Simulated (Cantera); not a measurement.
What does this Cantera script print?

```python
import numpy as np
import cantera as ct

gas = ct.Solution("gri30.yaml")
gas.TPX = 350, 48000, {'CO': 1, 'H2': 0.18, 'O2': 1.18, 'N2': 6.25, 'CO2': 0.19}
inlet = ct.Reservoir(gas, clone=True)
gas.equilibrate("HP")  # start burning
reactor = ct.IdealGasConstPressureReactor(gas, energy="on", clone=False)
exhaust = ct.Reservoir(gas, clone=True)
tau = [0.43, 0.18, 0.076, 0.032, 0.014, 0.0058, 0.0025, 0.001, 0.00044, 0.00019, 7.9e-05][0]
for a, b in ((inlet, reactor), (reactor, exhaust)):
    ct.MassFlowController(a, b, mdot=lambda t: reactor.mass / tau)
net = ct.ReactorNet([reactor])
show = ['CO', 'H2', 'O2', 'N2O', 'H2O2', 'H2O']

rows = []
print(f"{'tau/s':>10s}{'T/K':>9s}" + "".join(f"{s:>11s}" for s in show))
for tau in [0.43, 0.18, 0.076, 0.032, 0.014, 0.0058, 0.0025, 0.001, 0.00044, 0.00019, 7.9e-05]:
    net.initial_time = 0.0
    net.advance(30 * tau)
    before = gas.X
    net.advance(40 * tau)
    drift = np.max(np.abs(gas.X - before) / (gas.X + 1e-9))
    rows.append([gas.T, *gas[show].X, drift])
    print(f"{tau:10.3e}{gas.T:9.1f}" + "".join(f"{x:11.3e}" for x in gas[show].X))
```

Output:

```
     tau/s      T/K         CO         H2         O2        N2O       H2O2        H2O
 4.300e-01   1468.0  1.143e-03  4.727e-05  7.216e-02  5.637e-07  6.940e-08  2.164e-02
 1.800e-01   1459.2  2.011e-03  8.221e-05  7.244e-02  4.950e-07  1.039e-07  2.151e-02
 7.600e-02   1444.4  3.486e-03  1.399e-04  7.295e-02  4.179e-07  1.546e-07  2.132e-02
 3.200e-02   1419.5  5.998e-03  2.330e-04  7.387e-02  3.442e-07  2.319e-07  2.103e-02
 1.400e-02   1379.8  1.011e-02  3.692e-04  7.550e-02  2.820e-07  3.468e-07  2.062e-02
 5.800e-03   1303.0  1.879e-02  6.006e-04  7.935e-02  2.230e-07  5.434e-07  2.003e-02
 2.500e-03    350.0  1.136e-01  2.045e-02  1.341e-01 -2.821e-23 -8.731e-21 -6.062e-18
 1.000e-03    350.0  1.136e-01  2.045e-02  1.341e-01 -1.635e-24 -5.061e-22 -3.514e-19
 4.400e-04    350.0  1.136e-01  2.045e-02  1.341e-01 -1.033e-25 -3.197e-23 -2.219e-20
 1.900e-04    350.0  1.136e-01  2.045e-02  1.341e-01 -6.524e-27 -2.019e-24 -1.402e-21
 7.900e-05    350.0  1.136e-01  2.045e-02  1.341e-01 -4.121e-28 -1.275e-25 -8.856e-23
```

Model: GRI-Mech 3.0 (53 species, 325 reactions), integrated in Cantera.
